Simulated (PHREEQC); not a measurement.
Polishing slurry liquid (model solution)

Dissolve 0.0081 mol K2CO3, 0.00033 mol H4SiO4 and 0.0011 mol CO2 per kg of water at 25 °C. Closed to the air; pH follows from the charge balance.

All values are PHREEQC results (ion-association model, phreeqc.dat), not measurements.

Precipitation was switched off in this run.

Task: What pH, ionic strength does the model give?

Result: pH 10.50; ionic strength 0.0226 mol/kgw.

Task: In which forms is Si present?

Result: H3SiO4- 84 %, H4SiO4 16 % of the Si.
